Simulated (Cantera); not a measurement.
What does this Cantera script print?

```python
import numpy as np
import cantera as ct

gas_names = [...]  # 109 gases of nasa_gas.yaml made of C, Cl, H, Si
cond_names = """
    C(gr) C6H6(L) C7H8(L) C8H18(L),n-octa Si(cr) Si(L) SiC(b)
""".split()


# ... load() reads the species with a 1 bar reference pressure and builds the phases ...
atoms = {
    'Si(CH3)4': {'Si': 1, 'C': 4, 'H': 12},
    'HCl': {'H': 1, 'CL': 1},
    'H2': {'H': 2},
}
top_T = {'C(gr)': 4500, 'SiC(b)': 3050}  # K; cautious upper limits of use, not melting points


# ... equilibrate(T, P, feed) seeds the gas with the atoms and calls Mixture.equilibrate('TP', solver="vcs", rtol=1e-11, max_steps=5000) ...
results = []
feed = {'Si(CH3)4': 1, 'HCl': 0.19, 'H2': 31}  # mol
T = 2550  # K
for P in [100, 320, 1000, 3200, 10000, 32000, 100000]:
    mix = equilibrate(T, P, feed)
    results.append((T, P, feed, dict(zip(mix.species_names, mix.species_moles))))
    x = sorted(zip(gas.X, gas.species_names), reverse=True)
    print(f"T = {T:g} K  P = {P:g} Pa  gas = {mix.phase_moles(0):.4g} mol")
    print("   x: " + "  ".join(f"{s} {v:.3e}" for v, s in x if v > 1e-06))
    print("   condensed (mol): " + ("  ".join(f"{mix.phase(i).name} {mix.phase_moles(i):.4g}"
          for i in range(1, mix.n_phases) if mix.phase_moles(i) > 1e-12) or "none"))
```

Result:

```
T = 2550 K  P = 100 Pa  gas = 54.79 mol
   x: H 6.005e-01  H2 3.707e-01  Si 1.397e-02  C2H2,acetylene 4.929e-03  SiC2 4.171e-03  CL 1.845e-03  HCL 1.618e-03  C3 1.065e-03  C2H 6.363e-04  C 3.265e-04  C2 9.908e-05  SiH 6.595e-05  C4H2 2.712e-05  Si2C 1.719e-05  SiC 8.201e-06  CH 6.767e-06  C2H2,vinylidene 4.535e-06  SiCL 4.334e-06  C5 3.924e-06  CH2 1.868e-06
   condensed (mol): C(gr) 2.72
T = 2550 K  P = 320 Pa  gas = 48.14 mol
   x: H2 5.559e-01  H 4.111e-01  Si 1.574e-02  C2H2,acetylene 7.393e-03  SiC2 4.699e-03  HCL 2.588e-03  CL 1.347e-03  C2H 4.356e-04  C3 3.329e-04  SiH 1.628e-04  C 1.020e-04  Si2C 6.983e-05  C4H2 4.067e-05  C2 3.096e-05  SiCL 1.141e-05  SiC 9.240e-06  C2H2,vinylidene 6.801e-06  SiH2 4.986e-06  CH 4.633e-06  Si2 3.320e-06  CH2 2.801e-06  CH3 1.802e-06  C5 1.226e-06
   condensed (mol): C(gr) 2.725
T = 2550 K  P = 1000 Pa  gas = 43.94 mol
   x: H2 7.020e-01  H 2.613e-01  Si 1.681e-02  C2H2,acetylene 9.336e-03  SiC2 5.020e-03  HCL 3.405e-03  CL 8.920e-04  SiH 3.455e-04  C2H 2.769e-04  Si2C 2.490e-04  C3 1.065e-04  C4H2 5.137e-05  C 3.265e-05  SiCL 2.522e-05  SiH2 2.102e-05  Si2 1.184e-05  C2 9.908e-06  SiC 9.872e-06  C2H2,vinylidene 8.588e-06  CH3 4.521e-06  CH2 3.537e-06  CH 2.945e-06
   condensed (mol): C(gr) 2.676
T = 2550 K  P = 3200 Pa  gas = 41.39 mol
   x: H2 8.047e-01  H 1.564e-01  Si 1.672e-02  C2H2,acetylene 1.070e-02  SiC2 4.993e-03  HCL 3.990e-03  Si2C 7.881e-04  SiH 6.580e-04  CL 5.458e-04  C2H 1.657e-04  SiH2 7.669e-05  C4H2 5.888e-05  SiCL 4.912e-05  Si2 3.747e-05  C3 3.329e-05  C 1.020e-05  CH3 9.925e-06  C2H2,vinylidene 9.845e-06  SiC 9.817e-06  CH2 4.054e-06  C2 3.096e-06  CH4 2.872e-06  SiCL2 2.188e-06  CH 1.763e-06
   condensed (mol): C(gr) 2.638
T = 2550 K  P = 10000 Pa  gas = 39.92 mol
   x: H2 8.687e-01  H 9.193e-02  Si 1.500e-02  C2H2,acetylene 1.155e-02  SiC2 4.479e-03  HCL 4.341e-03  Si2C 1.982e-03  SiH 1.084e-03  CL 3.233e-04  SiH2 2.321e-04  C2H 9.740e-05  Si2 9.423e-05  SiCL 8.155e-05  C4H2 6.356e-05  CH3 1.968e-05  C3 1.065e-05  C2H2,vinylidene 1.063e-05  CH4 1.046e-05  SiC 8.806e-06  SiCL2 6.725e-06  CH2 4.377e-06  Si3 3.500e-06  C 3.265e-06  CH 1.036e-06
   condensed (mol): C(gr) 2.619
T = 2550 K  P = 32000 Pa  gas = 38.55 mol
   x: H2 9.202e-01  H 5.289e-02  C2H2,acetylene 1.224e-02  Si 5.754e-03  HCL 4.662e-03  SiC2 1.718e-03  Si2C 9.336e-04  SiH 7.658e-04  SiH2 3.018e-04  CL 1.886e-04  C4H2 6.733e-05  SiCL 5.841e-05  C2H 5.604e-05  Si2 4.439e-05  CH3 3.838e-05  CH4 3.756e-05  C2H2,vinylidene 1.126e-05  SiCL2 8.992e-06  CH2 4.636e-06  SiC 3.379e-06  C3 3.329e-06  C2H4 2.201e-06  Si3 2.024e-06  C3H3,propargyl 1.395e-06  C2H3,vinyl 1.290e-06  C 1.020e-06
   condensed (mol): C(gr) 2.276  SiC(b) 0.5924
T = 2550 K  P = 100000 Pa  gas = 37.87 mol
   x: H2 9.482e-01  H 3.037e-02  C2H2,acetylene 1.261e-02  HCL 4.854e-03  Si 1.841e-03  SiC2 5.499e-04  SiH 4.397e-04  SiH2 3.110e-04  Si2C 2.987e-04  CH4 1.246e-04  CL 1.094e-04  CH3 7.097e-05  C4H2 6.938e-05  SiCL 3.389e-05  C2H 3.218e-05  Si2 1.420e-05  C2H2,vinylidene 1.160e-05  SiCL2 9.457e-06  C2H4 7.305e-06  CH2 4.778e-06  C3H3,propargyl 2.579e-06  C2H3,vinyl 2.385e-06  SiC 1.081e-06  C3 1.065e-06
   condensed (mol): C(gr) 2.113  SiC(b) 0.8555
```

Method: chemical equilibrium by Gibbs-energy minimisation in Cantera with the NASA 1993 tables (ideal gas, pure condensed phases). The tables' values for SiCl are old estimates; treat these amounts as uncertain. Gases not in the tables: Si2H6 and higher silanes.
